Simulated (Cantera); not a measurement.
## Thermal oxidation and active oxidation of silicon: Si + CO2 + N2 + O2

Charge: 1 mol Si, 0.11 mol CO2, 23 mol N2, 0.0035 mol O2, equilibrated at 77.0 Pa.

Cantera equilibrium calculation (NASA polynomials, part measured and part estimated; ideal gas, pure solids and liquids). Candidate condensed phases: C, Si, SiC, SiO2, Si2N2O, Si3N4; 34 gas species. N2 is the only nitrogen source here; it is nearly inert below about 1500 K, so the nitride shown seldom forms there in practice. Mutual solubility and eutectic melting of coexisting phases are not modelled. Rates play no part.

```tsv
T (K)	x N2	x SiO	x CO	x Si	n C(graphite)	n Si2N2O(s)	n Si3N4(s)	n SiC(s)
900	1.00	<1e-12	2.30e-10	<1e-12	0.110	0.227	0.182	0
975	1.00	<1e-12	7.02e-9	<1e-12	0.110	0.227	0.182	0
1050	1.00	<1e-12	1.30e-7	<1e-12	0.110	0.227	0.182	0
1125	1.000	7.93e-11	1.63e-6	<1e-12	0.110	0.227	0.182	0
1200	1.000	3.92e-9	1.47e-5	2.00e-12	0.110	0.227	0.182	0
1275	1.000	1.22e-7	5.56e-5	1.20e-10	0	0.226	0.147	0.109
1350	1.000	2.55e-6	0.000125	4.51e-9	0	0.224	0.148	0.107
1425	1.000	3.87e-5	0.000258	1.16e-7	0	0.220	0.151	0.104
1500	0.999	0.000444	0.000494	2.13e-6	0	0.206	0.160	0.0989
1575	0.995	0.00402	0.000888	2.97e-5	0	0.116	0.195	0.0899
```
x: gas mole fraction; n: condensed amount in mol.

From 900 K to 1200 K the condensed part is C(graphite) + Si2N2O(s) + Si3N4(s). From 1275 K to 1575 K the condensed part is SiC(s) + Si2N2O(s) + Si3N4(s).
